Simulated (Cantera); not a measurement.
## Chemical vapour transport: MgO + HCl + O2

Charge: 1 mol MgO, 2.4 mol HCl, 0.028 mol O2, at 34.0 mbar.

Equilibrium computed with Cantera from the NASA thermochemical tables; the gas is ideal and each condensed phase is pure. Candidate condensed phases: H2O, Mg, MgCl2, MgO, Mg(OH)2; 22 gas species. Rates play no part.

```csv
T (K),x HCl,x H2O,x MgCl2,x Cl2,x Cl,n MgO(s)
950,0.953,0.0235,0.000287,0.0232,0.000146,0.999
1000,0.952,0.0238,0.000709,0.0230,0.000319,0.998
1050,0.950,0.0245,0.00157,0.0226,0.000646,0.996
1100,0.948,0.0257,0.00316,0.0220,0.00122,0.992
1150,0.943,0.0277,0.00575,0.0208,0.00215,0.986
1200,0.936,0.0304,0.00960,0.0191,0.00354,0.977
1250,0.927,0.0342,0.0148,0.0166,0.00545,0.964
1300,0.915,0.0390,0.0214,0.0136,0.00786,0.948
1350,0.901,0.0451,0.0291,0.0106,0.0106,0.929
1400,0.884,0.0524,0.0377,0.00783,0.0136,0.908
```
x: gas mole fraction; n: condensed amount in mol.

From 950 K to 1400 K the condensed part is MgO(s). The main Mg-bearing gas is MgCl2 throughout. The share of Mg in condensed phases is highest at 950 K (99.9 %) and lowest at 1400 K (90.8 %).
